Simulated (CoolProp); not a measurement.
Model: reference Helmholtz-energy equation of state, Gao 2022, in CoolProp.

Problem. Give the vapour pressure (MPa), enthalpy of vaporisation (kJ/kg), liquid cp (kJ/(kg K)) of saturated n-perfluorohexane at 310.9, 313.4, 328.7 K.

Solution. 
```
T (K)  p (MPa)  enthalpy of vaporisation (kJ/kg)  liquid cp (kJ/(kg K))
-----  -------  --------------------------------  ---------------------
310.9   0.0499                              89.8                   1.07
313.4   0.0551                              89.1                   1.07
328.7   0.0960                              84.9                   1.10
```
